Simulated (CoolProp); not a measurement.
Vapour-liquid equilibrium of hydrogen sulfide (1) + n-butane (2) at 340.6 K; x and y are mole fractions of (1).

Values from CoolProp's multi-fluid Helmholtz-energy mixture model, Lemmon 2006 and Bücker 2006; pair parameters Kunz 2012.

```json
[
 {"x": "0.05", "bubble pressure, mixture model (kPa)": "1031", "bubble pressure, Raoult's law (kPa)": "976.2", "y, mixture model": "___", "y, Raoult's law": "0.258"},
 {"x": "0.125", "bubble pressure, mixture model (kPa)": "1422", "bubble pressure, Raoult's law (kPa)": "1296", "y, mixture model": "0.459", "y, Raoult's law": "0.485"},
 {"x": "0.2", "bubble pressure, mixture model (kPa)": "___", "bubble pressure, Raoult's law (kPa)": "1617", "y, mixture model": "___", "y, Raoult's law": "0.623"},
 {"x": "0.275", "bubble pressure, mixture model (kPa)": "2152", "bubble pressure, Raoult's law (kPa)": "1937", "y, mixture model": "0.655", "y, Raoult's law": "0.715"},
 {"x": "0.35", "bubble pressure, mixture model (kPa)": "2488", "bubble pressure, Raoult's law (kPa)": "2257", "y, mixture model": "0.711", "y, Raoult's law": "0.780"},
 {"x": "0.425", "bubble pressure, mixture model (kPa)": "2808", "bubble pressure, Raoult's law (kPa)": "2577", "y, mixture model": "0.754", "y, Raoult's law": "0.830"},
 {"x": "0.5", "bubble pressure, mixture model (kPa)": "3117", "bubble pressure, Raoult's law (kPa)": "2898", "y, mixture model": "0.790", "y, Raoult's law": "0.868"},
 {"x": "0.575", "bubble pressure, mixture model (kPa)": "3416", "bubble pressure, Raoult's law (kPa)": "3218", "y, mixture model": "0.821", "y, Raoult's law": "0.899"},
 {"x": "0.65", "bubble pressure, mixture model (kPa)": "3709", "bubble pressure, Raoult's law (kPa)": "3538", "y, mixture model": "0.850", "y, Raoult's law": "0.925"},
 {"x": "0.725", "bubble pressure, mixture model (kPa)": "___", "bubble pressure, Raoult's law (kPa)": "3859", "y, mixture model": "0.879", "y, Raoult's law": "0.946"},
 {"x": "0.8", "bubble pressure, mixture model (kPa)": "4282", "bubble pressure, Raoult's law (kPa)": "4179", "y, mixture model": "___", "y, Raoult's law": "0.963"},
 {"x": "0.875", "bubble pressure, mixture model (kPa)": "4565", "bubble pressure, Raoult's law (kPa)": "4499", "y, mixture model": "0.938", "y, Raoult's law": "0.979"},
 {"x": "0.95", "bubble pressure, mixture model (kPa)": "4846", "bubble pressure, Raoult's law (kPa)": "4819", "y, mixture model": "___", "y, Raoult's law": "0.992"}
]
```

Problem. Complete the blanks.

Solution. 
- 0.05, y, mixture model: 0.251
- 0.2, bubble pressure, mixture model (kPa): 1797
- 0.2, y, mixture model: 0.578
- 0.725, bubble pressure, mixture model (kPa): 3997
- 0.8, y, mixture model: 0.907
- 0.95, y, mixture model: 0.973

The largest gap from Raoult's law is +11.1 % in bubble pressure, at x = 0.2. No azeotrope shows between x = 0.05 and 0.95.

The pair parameters rest on a limited set of measurements; away from them the model extrapolates.
